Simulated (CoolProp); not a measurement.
The fluid at 213.42 K and 0.0434 MPa flows at 3.9 m/s in a round tube of 6 mm bore and 1.5 µm roughness, fully developed (64/Re and Nu = 3.66 if laminar; Colebrook and Gnielinski if turbulent). The same conditions are run with several fluids, on thermodynamics alone (safety and materials aside).

Values from CoolProp's reference Helmholtz-energy equation of state of each fluid (propylene: Lemmon 2013; methane: Setzmann 1991; dry air: Lemmon 2000; C2F6 (R116): Lemmon 2006). Blends and air are pseudo-pure fits.

| fluid | Reynolds number | Darcy friction factor | pressure drop (Pa/m) | heat-transfer coefficient (W/(m² K)) | mass flow (kg/h) |
|---|---|---|---|---|---|
| propylene | 4070 | 0.0400 | 53.1 | 22.5 | 0.416 |
| methane | 1100 | 0.0580 | 28.9 | [?] | 0.156 |
| dry air | [?] | 0.0543 | 48.8 | [?] | 0.281 |
| C2F6 (R116) | [?] | 0.0332 | 144 | [?] | [?] |

Question: Fill in the missing entries.

Answer: 
- methane, heat-transfer coefficient (W/(m² K)): 14.2
- dry air, Reynolds number: 1180
- dry air, heat-transfer coefficient (W/(m² K)): 12.0
- C2F6 (R116), Reynolds number: 7940
- C2F6 (R116), heat-transfer coefficient (W/(m² K)): 35.9
- C2F6 (R116), mass flow (kg/h): 1.36

Transport values come from each fluid's own correlations; those of propylene, C2F6 (R116) are estimates that may be off by 10 % or more.
